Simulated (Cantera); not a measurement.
A perfectly stirred reactor is fed with CH4 : H2 : H = 0.047 : 1 : 0.0031 (molar parts), at 82.5 Torr; it is held at 2750 K, and followed from long to short residence time.

Model: GRI-Mech 3.0 (53 species, 325 reactions), integrated in Cantera. GRI-Mech 3.0 stops at C3 and has no aromatics, soot or wall deposition, so with more carbon than oxygen in the feed, carbon stays in small species such as C2H2 where larger ones or solid carbon would form.

**Question.** What does this change do: 0.043 parts H2O added?

**Answer.** 
```
quantity                  before     after
----------------------  --------  --------
x(CH4) at τ = 24.0 s     6.62e-6   2.10e-6
x(H2) at τ = 24.0 s        0.795     0.782
x(H) at τ = 24.0 s         0.185     0.184
x(CH3) at τ = 24.0 s     2.59e-5   8.30e-6
x(C2H6) at τ = 24.0 s   2.42e-12    <1e-12
x(CH4) at τ = 85.0 ms    1.99e-5   2.45e-5
x(H2) at τ = 85.0 ms       0.809     0.804
x(H) at τ = 85.0 ms        0.171     0.161
x(CH3) at τ = 85.0 ms    7.05e-5   8.20e-5
x(C2H6) at τ = 85.0 ms  1.96e-11  2.89e-11
```

**Question.** What does this change do: CH4 0.047 to 0.0079 parts?

**Answer.** 
```csv
quantity,before,after
x(CH4) at τ = 24.0 s,6.62e-6,2.89e-6
x(H2) at τ = 24.0 s,0.795,0.810
x(H) at τ = 24.0 s,0.185,0.187
x(CH3) at τ = 24.0 s,2.59e-5,1.12e-5
x(C2H6) at τ = 24.0 s,2.42e-12,<1e-12
x(CH4) at τ = 85.0 ms,1.99e-5,8.59e-6
x(H2) at τ = 85.0 ms,0.809,0.824
x(H) at τ = 85.0 ms,0.171,0.172
x(CH3) at τ = 85.0 ms,7.05e-5,3.01e-5
x(C2H6) at τ = 85.0 ms,1.96e-11,3.60e-12
```
